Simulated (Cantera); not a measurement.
Input: 1 mol SiCl4, 0.62 mol Cl2, 1.5 mol H2, equilibrated at 400 °C and 8250 Torr.

Method: chemical equilibrium by Gibbs-energy minimisation in Cantera with the NASA 1993 tables (ideal gas, pure condensed phases). Candidate condensed phases: Si; 19 gas species. Rates play no part.

### Question
What is the equilibrium state?

### Answer
```
Quantity                              Value
--------------------------------  ---------
x(HCl)                                0.397
x(SiCl4)                              0.320
x(H2)                                 0.282
x(SiHCl3)                           2.88e-5
gas amount                        3.120 mol
log10 activity of Si(s) (absent)     -14.92
```
